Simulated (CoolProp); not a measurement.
Vapour-liquid equilibrium of R114 (1) + n-heptane (2) at 1.44 bar; x and y are mole fractions of (1).

Model: multi-fluid Helmholtz-energy mixture model, Platzer 1990 and Span 2003; pair parameters Bell 2016, in CoolProp. This equation is an older, rougher fit; its heat capacities, sound speeds and derivatives of the liquid may be far off and weren't checked against measurements.

**Question.** Give the bubble temperature and the first vapour's composition at x = 0.2, 0.35, 0.8. Is there an azeotrope?

**Answer.** x = 0.2: 51.3 °C, y = 0.879; x = 0.35: 35.7 °C, y = 0.947; x = 0.8: 18.5 °C, y = 0.989. No azeotrope shows between x = 0.05 and 0.95.

Pair parameters are fitted to limited data, so mixtures are less certain than the pure fluids.
